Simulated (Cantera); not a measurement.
An adiabatic, constant-pressure homogeneous reactor starts with 5.27 % CH4, 19.9 % O2, 74.9 % N2, equivalence ratio 0.53, at 1725 K and 4.40 bar.

Computed with Cantera and GRI-Mech 3.0 (53 species, 325 reactions).

Predict: time of steepest temperature rise; temperature at 6.00 s; equilibrium temperature; x(O2) at 6.00 s; x(O) at 6.00 s.


- time of steepest temperature rise = 48.2 µs
- temperature at 6.00 s = 2633 K
- equilibrium temperature = 2633 K
- x(O2) at 6.00 s = 0.0828 (gas-phase equilibrium 0.0828)
- x(O) at 6.00 s = 0.00373 (gas-phase equilibrium 0.00373)
